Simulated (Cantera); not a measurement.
Charge: 1 mol SiHCl3, 0.52 mol Cl2, 8 mol N2, equilibrated at 1252 °C and 1.30 bar.

These are equilibrium values from Cantera (NASA tables, ideal gas, pure condensed phases), not measurements of a reactor. Candidate condensed phases: NH4Cl, Si, Si3N4; 28 gas species. The tables' values for SiCl3 are old estimates; treat these amounts as uncertain. Kinetics and transport are ignored.

**Question.** What is the equilibrium state?

**Answer.** 
- x(N2): 0.818
- x(HCl): 0.0855
- x(SiCl4): 0.0720
- x(SiCl3): 0.0108
- x(H2): 0.00858
- x(SiCl2): 0.00484
- x(SiHCl3): 0.000816
- x(Cl): 1.54e-5
- x(H): 1.92e-6
- n(Si3N4(s)): 0.0484 mol
- gas amount: 9.668 mol
- log10 activity of Si(s) (absent): -2.76
